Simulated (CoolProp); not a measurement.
A single-stage vapour-compression cycle with the fluid: evaporating at 203.15 K (dew point), condensing at 246.15 K (bubble point), superheat 10 K, subcooling 5 K, compressor efficiency 0.65, no pressure losses. The same conditions are run with several fluids, on thermodynamics alone (safety and materials aside).

The numbers come from the reference Helmholtz-energy equation of state of each fluid (CH2F2 (R32): Tillner-Roth 1997; propane: Lemmon 2009; R125: Lemmon 2005; carbonyl sulfide: Lemmon 2006; ethane: Bücker 2006) in CoolProp.

```tsv
fluid	cooling COP	pressure ratio	discharge temperature (K)	refrigerating effect (kJ/kg)	volumetric capacity (kJ/m³)
CH2F2 (R32)	2.50	8.57	382.1	348	375
propane	2.68	7.73	310.1	382	235
R125	2.63	8.56	291.0	140	289
carbonyl sulfide	2.56	7.26	376.5	283	354
ethane	2.52	4.66	313.1	377	1690
```
